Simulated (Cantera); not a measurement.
Feed: 1 mol CO, 0.21 mol CO₂, 0.44 mol H₂, at 7.50 Torr.

These are equilibrium values from Cantera (NASA tables, ideal gas, pure condensed phases), not measurements of a reactor. Candidate condensed phases: C, C₆H₆, C₇H₈, C₈H₁₈, H₂O; 110 gas species. Rates play no part.

x: gas mole fraction; n: condensed amount in mol.

```tsv
T (K)	x CO	x H₂	x CO₂	x H₂O	x CH₄	x H	x OH	n C(graphite)
800	0.478	0.266	0.226	0.0297	0.000948	1.49e-11	<1e-12	0.167
900	0.625	0.248	0.109	(withheld)	(withheld)	(withheld)	<1e-12	0
1000	0.633	0.240	0.101	(withheld)	(withheld)	(withheld)	(withheld)	0
1100	0.640	0.232	0.0930	0.0342	7.54e-8	1.25e-7	8.19e-11	0
1200	0.647	0.225	0.0861	0.0412	7.39e-9	9.37e-7	1.37e-9	0
1300	0.653	0.219	0.0800	0.0473	1.04e-9	5.18e-6	1.46e-8	0
1400	0.659	0.214	0.0746	0.0526	1.97e-10	2.25e-5	1.10e-7	0
1500	0.663	0.209	0.0700	0.0572	4.70e-11	8.05e-5	6.29e-7	0
```

**Question.** What belongs in the gaps?

**Answer.** 
- 900, x H₂O: 0.0187
- 900, x CH₄: 3.85e-5
- 900, x H: 5.82e-10
- 1000, x H₂O: 0.0266
- 1000, x CH₄: 1.24e-6
- 1000, x H: 1.11e-8
- 1000, x OH: 2.73e-12
